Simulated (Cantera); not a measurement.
# Adiabatic ignition

An adiabatic, constant-volume homogeneous reactor starts with 8.06 % CH₄, 16.6 % O₂, 62.4 % N₂, 12.9 % CO₂, equivalence ratio 0.97, at 1800 K and 2930 Torr.

Computed with Cantera and GRI-Mech 3.0 (53 species, 325 reactions).

```json
[
 {"t (s)": "4.00e-6", "T (K)": "1799", "P (bar)": "3.90", "x CH₄": "0.0804", "x O₂": "0.166", "x CO₂": "0.129", "x C₂H₂": "8.84e-10", "x H₂O": "6.77e-5", "x NO₂": "<1e-12"},
 {"t (s)": "1.32e-5", "T (K)": "1800", "P (bar)": "3.90", "x CH₄": "0.0791", "x O₂": "0.165", "x CO₂": "0.129", "x C₂H₂": "2.57e-7", "x H₂O": "0.000737", "x NO₂": "<1e-12"},
 {"t (s)": "4.34e-5", "T (K)": "2745", "P (bar)": "6.30", "x CH₄": "<1e-12", "x O₂": "0.0394", "x CO₂": "0.123", "x C₂H₂": "<1e-12", "x H₂O": "0.128", "x NO₂": "1.16e-7"},
 {"t (s)": "0.000143", "T (K)": "2887", "P (bar)": "6.56", "x CH₄": "<1e-12", "x O₂": "0.0325", "x CO₂": "0.136", "x C₂H₂": "<1e-12", "x H₂O": "0.133", "x NO₂": "2.63e-6"},
 {"t (s)": "0.000470", "T (K)": "2876", "P (bar)": "6.53", "x CH₄": "<1e-12", "x O₂": "0.0297", "x CO₂": "0.136", "x C₂H₂": "<1e-12", "x H₂O": "0.134", "x NO₂": "6.59e-6"},
 {"t (s)": "0.00155", "T (K)": "2872", "P (bar)": "6.52", "x CH₄": "<1e-12", "x O₂": "0.0288", "x CO₂": "0.136", "x C₂H₂": "<1e-12", "x H₂O": "0.134", "x NO₂": "7.81e-6"},
 {"t (s)": "0.00510", "T (K)": "2872", "P (bar)": "6.52", "x CH₄": "<1e-12", "x O₂": "0.0288", "x CO₂": "0.136", "x C₂H₂": "<1e-12", "x H₂O": "0.134", "x NO₂": "7.82e-6"},
 {"t (s)": "0.0168", "T (K)": "2872", "P (bar)": "6.52", "x CH₄": "<1e-12", "x O₂": "0.0288", "x CO₂": "0.136", "x C₂H₂": "<1e-12", "x H₂O": "0.134", "x NO₂": "7.82e-6"},
 {"t (s)": "0.0553", "T (K)": "2872", "P (bar)": "6.52", "x CH₄": "<1e-12", "x O₂": "0.0288", "x CO₂": "0.136", "x C₂H₂": "<1e-12", "x H₂O": "0.134", "x NO₂": "7.82e-6"},
 {"t (s)": "0.182", "T (K)": "2872", "P (bar)": "6.52", "x CH₄": "<1e-12", "x O₂": "0.0288", "x CO₂": "0.136", "x C₂H₂": "<1e-12", "x H₂O": "0.134", "x NO₂": "7.82e-6"},
 {"t (s)": "0.600", "T (K)": "2872", "P (bar)": "6.52", "x CH₄": "<1e-12", "x O₂": "0.0288", "x CO₂": "0.136", "x C₂H₂": "<1e-12", "x H₂O": "0.134", "x NO₂": "7.82e-6"}
]
```
x: mole fraction; the columns are a selection and need not sum to one.

```json
{
 "time_of_steepest_temperature_rise": "38.6 µs",
 "temperature at 0.600 s": "2872 K",
 "equilibrium_temperature": "2872 K",
 "x(CH₄) at 0.600 s": "<1e-12 (gas-phase equilibrium <1e-12)",
 "x(O₂) at 0.600 s": "0.0288 (gas-phase equilibrium 0.0288)",
 "x(CO₂) at 0.600 s": "0.136 (gas-phase equilibrium 0.136)"
}
```
